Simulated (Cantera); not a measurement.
Charge: 1 mol SiC, 0.0039 mol C, 0.13 mol H₂, at 1252 °C and 9.30 mbar.

Equilibrium computed with Cantera from the NASA thermochemical tables; the gas is ideal and each condensed phase is pure. Candidate condensed phases: C, C₆H₆, C₇H₈, C₈H₁₈, Si, SiC; 87 gas species. Rates play no part.

Base state: H₂ 1.000, H 0.000245, CH₄ 2.12e-5, C₂H₂ (acetylene) 1.21e-5 (mole fractions); condensed: C(graphite) + SiC(s).

Problem. What changes in the equilibrium state with this change: temperature from 1252 °C to 1525 °C?

Solution. 
```csv
species,before,after
H₂,1.000,0.996
H,0.000245,0.00365
C₂H₂ (acetylene),1.21e-5,0.000172
CH₄,2.12e-5,7.14e-6
"C(graphite), mol",0.00389,0.00386
"SiC(s), mol",1.00,1.000
```
